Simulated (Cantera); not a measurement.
Standard-state values (1 bar) from the NASA 1993 polynomials, evaluated with Cantera. Values are per mole of reaction as written; species without (g) are pure solids or liquids, kept so even where they would boil at 1 bar.

3 V₂O₅ → 6 VO₂(g) + O₃(g)

| T (K) | ΔH° (kJ) | ΔS° (J/K) | ΔG° (kJ) | log10 K | condensed phases |
|---|---|---|---|---|---|
| 300 | 3397.7 | 1438.3 | 2966.2 | -516.44 | V₂O₅(s) |
| 2473 | 2861.6 | 917.9 | 591.7 | -12.50 | V₂O₅(l) |
| 2498 | 2858.0 | 916.4 | 568.7 | -11.89 | V₂O₅(l) |
| 2523 | 2854.4 | 915.0 | 545.9 | -11.30 | V₂O₅(l) |
| 2548 | 2850.8 | 913.6 | 523.0 | -10.72 | V₂O₅(l) |
| 2573 | [?] | [?] | [?] | [?] | V₂O₅(l) |
| 2598 | [?] | [?] | [?] | [?] | V₂O₅(l) |
| 2623 | 2840.0 | 909.4 | 454.6 | -9.05 | V₂O₅(l) |
| 2648 | 2836.5 | 908.1 | 431.9 | -8.52 | V₂O₅(l) |
| 2673 | [?] | [?] | [?] | [?] | V₂O₅(l) |
| 2698 | 2829.4 | 905.4 | 386.6 | -7.48 | V₂O₅(l) |
| 2723 | 2825.9 | 904.1 | 364.0 | -6.98 | V₂O₅(l) |

Some entries are withheld; supply them.


- 2573, ΔH° (kJ): 2847.2
- 2573, ΔS° (J/K): 912.2
- 2573, ΔG° (kJ): 500.2
- 2573, log10 K: -10.15
- 2598, ΔH° (kJ): 2843.6
- 2598, ΔS° (J/K): 910.8
- 2598, ΔG° (kJ): 477.4
- 2598, log10 K: -9.60
- 2673, ΔH° (kJ): 2832.9
- 2673, ΔS° (J/K): 906.7
- 2673, ΔG° (kJ): 409.2
- 2673, log10 K: -8.00
